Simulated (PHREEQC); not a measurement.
Reverse-osmosis reject: speciation

Synthetic water in mmol/kgw, 25 °C, pH 6.92:

```json
[
 {"constituent": "Na", "mmol/kgw": "167"},
 {"constituent": "K", "mmol/kgw": "1.46"},
 {"constituent": "Ca", "mmol/kgw": "1.81"},
 {"constituent": "Mg", "mmol/kgw": "2.81"},
 {"constituent": "Cl", "mmol/kgw": "164"},
 {"constituent": "S(6)", "mmol/kgw": "9.72"},
 {"constituent": "Alkalinity (meq/kgw)", "mmol/kgw": "0.368"},
 {"constituent": "Si", "mmol/kgw": "1.5"}
]
```

Valence states are taken as typed.

Equilibrium calculation in PHREEQC: Pitzer model, pitzer.dat.

The ionic strength is 0.195 mol/kgw, the activity of water comes out as 0.994 and the specific conductance comes out as 17900 µS/cm. The density is 1.005 g/cm³ and the osmotic coefficient comes out as 0.911. The charge-balance error is -1.7 %.

```
species  molality  activity   log γ
-------  --------  --------  ------
Na+         0.167     0.125  -0.127
Cl-         0.164     0.118  -0.143
SO4-2     0.00972   0.00211  -0.663
Mg+2      0.00281  0.000844  -0.522
Ca+2      0.00181  0.000505  -0.554
H4SiO4    0.00150   0.00153   0.008
K+        0.00146   0.00106  -0.139
HCO3-    0.000364  0.000294  -0.094
CO2       7.56e-5   7.79e-5   0.013
H3SiO4-   2.85e-6   1.87e-6  -0.183
CO3-2     4.77e-7   1.12e-7  -0.630
H+        1.55e-7   1.20e-7  -0.111
OH-       1.20e-7   8.37e-8  -0.157
MgCO3     7.99e-8   7.99e-8   0.000
HSO4-     3.32e-8   2.42e-8  -0.138
```

This is a speciation only: nothing precipitates in the calculation.
